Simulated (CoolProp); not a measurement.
Vapour-liquid equilibrium of p-xylene (1) + n-undecane (2) at 0.0337 MPa; x and y are mole fractions of (1).

The numbers come from the multi-fluid Helmholtz-energy mixture model, Zhou 2012 and Aleksandrov 2011; pair parameters Bell 2016 in CoolProp.

```csv
x,bubble temperature (K),y at the bubble point,dew temperature at overall composition x (K),liquid density (mol/L)
0.05,423.6,0.187,427.4,4.178
0.125,416.6,0.398,425.4,4.363
0.2,410.5,0.550,423.2,4.554
0.275,405.1,0.661,420.9,4.753
0.35,400.4,0.743,418.3,4.962
0.425,396.2,0.805,415.6,5.181
0.5,392.4,0.853,412.7,5.413
0.575,389.0,0.891,409.4,5.659
0.65,385.9,0.920,405.7,5.921
0.725,383.1,0.944,401.5,6.201
0.8,380.5,0.964,396.5,6.502
0.875,378.1,0.979,390.5,6.826
0.95,376.0,0.993,382.4,7.176
```

No azeotrope shows between x = 0.05 and 0.95.

The pair parameters rest on a limited set of measurements; away from them the model extrapolates.
